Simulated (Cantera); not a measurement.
Charge: 1 mol SiO₂, 1.1 mol H₂, 0.28 mol H₂O, 0.03 mol N₂, equilibrated at 1.60 bar.

Cantera equilibrium calculation (NASA polynomials, part measured and part estimated; ideal gas, pure solids and liquids). Candidate condensed phases: H₂O, Si, SiO₂, Si₂N₂O, Si₃N₄; 35 gas species. The tables hold silica as quartz up to 1696 K and as liquid above; real silica turns to tridymite and cristobalite and melts near 1996 K. Gases not in the tables: Si(OH)₄. Kinetics and transport are ignored.

x: gas mole fraction; n: condensed amount in mol.

```tsv
T (°C)	x H₂	x H₂O	x N₂	x H	x SiO	n SiO₂(β-quartz)	n SiO₂(condensed)
1027	0.780	0.199	0.0213	?	5.17e-12	1.00	0
1102	0.780	0.199	0.0213	?	8.07e-11	1.00	0
1177	0.780	0.199	0.0213	?	9.41e-10	1.00	0
1252	0.780	0.199	0.0213	?	8.57e-9	1.00	0
1327	0.780	0.199	0.0213	?	6.30e-8	1.00	0
1402	0.780	0.199	0.0213	?	3.85e-7	1.000	0
1477	0.780	0.199	0.0213	?	1.97e-6	0	1.000
1552	0.780	0.199	0.0213	?	8.71e-6	0	1.000
1627	0.780	0.199	0.0213	?	3.40e-5	0	1.000
```

Problem. Fill in the missing entries.

Solution. 
- 1027, x H: 7.72e-7
- 1102, x H: 2.39e-6
- 1177, x H: 6.60e-6
- 1252, x H: 1.65e-5
- 1327, x H: 3.80e-5
- 1402, x H: 8.11e-5
- 1477, x H: 0.000162
- 1552, x H: 0.000307
- 1627, x H: 0.000554
